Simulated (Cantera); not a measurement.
## Thermodynamics of silicon etching in halogen gases, feed Si + HBr + H₂

Charge: 1 mol Si, a varied amount of HBr, 3.8 mol H₂, at 650 °C and 1330 Pa.

Equilibrium computed with Cantera from the NASA thermochemical tables; the gas is ideal and each condensed phase is pure. Candidate condensed phases: Br₂, Si; 19 gas species. The tables' values for SiBr₃ are old estimates; treat these amounts as uncertain. Rates play no part.

From 2.8 mol HBr to 3.6 mol HBr the condensed part is Si(s). From 4.5 mol HBr to 29 mol HBr nothing is condensed. The main Si-bearing gas is SiBr₄ throughout.

```tsv
n(HBr) (mol)	x H₂	x HBr	x SiBr₄	x SiHBr₃	x SiBr₂	n Si(s)
2.8	0.856	0.0327	0.104	0.00554	0.00109	0.336
3.6	0.835	0.0337	0.123	0.00620	0.00118	0.140
4.5	0.791	0.0723	0.133	0.00296	0.000264	0
5.7	0.681	0.201	0.117	0.000803	2.58e-5	0
7.2	0.580	0.320	0.0996	0.000365	7.35e-6	0
9.1	0.487	0.429	0.0838	0.000193	2.90e-6	0
11	0.420	0.507	0.0723	0.000122	1.54e-6	0
14	0.345	0.595	0.0594	6.99e-5	7.57e-7	0
18	0.279	0.673	0.0480	4.04e-5	3.86e-7	0
23	0.225	0.736	0.0387	2.40e-5	2.10e-7	0
29	0.182	0.786	0.0314	1.48e-5	1.21e-7	0
```
x: gas mole fraction; n: condensed amount in mol.
